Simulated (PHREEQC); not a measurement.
A column of 0.1 m (40 cells, dispersivity 0.0035 m, 300 s a shift, diffusion coefficient 3e-10 m²/s) holds 0.28 eq of the database's cation exchanger X per kg of pore water, first in equilibrium with 0.0035 mol ZnSO4, 0.017 mol MgSO4 and 1e-05 mol HCl per kg of water. It is flushed with 84 mmol/kgw MgCl2, 13 mmol/kgw CaCl2 and 0.01 mmol/kgw HCl, at 40 °C. Values are for the last cell. CO2 from the air is kept out. Nothing may precipitate in this run.

The series has 34 steps of pore volumes, from 0 to 4.963.

Computed with PHREEQC (ion-association model, phreeqc.dat).

Q: After how many pore volumes does Ca at the outlet first reach half of its feed value?

A: By 3.0 pore volumes.

Constants without temperature data keep their 25 °C values here.
